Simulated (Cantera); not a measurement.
Input: 1 mol TiN, 2.2 mol O₂, held at 10000 Pa.

Cantera equilibrium calculation (NASA polynomials, part measured and part estimated; ideal gas, pure solids and liquids). Candidate condensed phases: Ti, TiN, TiO, TiO₂, Ti₂O₃, Ti₃O₅, Ti₄O₇; 12 gas species. Kinetics and transport are ignored. All values below are at 1252 °C.

Base state: O₂ 0.705, N₂ 0.293, NO 0.00154, O 1.50e-5 (mole fractions); condensed: TiO₂(rutile).

Question: What changes in the equilibrium state with this change: TiN replaced by AlN?

Answer: 
| species | before | after |
|---|---|---|
| O₂ | 0.705 | 0.743 |
| N₂ | 0.293 | 0.256 |
| NO | 0.00154 | 0.00148 |
| O | 1.50e-5 | 1.54e-5 |
| TiO₂(rutile), mol | 1.00 | 0 |
| Al₂O₃(s), mol | 0 | 0.500 |
Further candidate phases: Al, AlN, Al₂O₃.
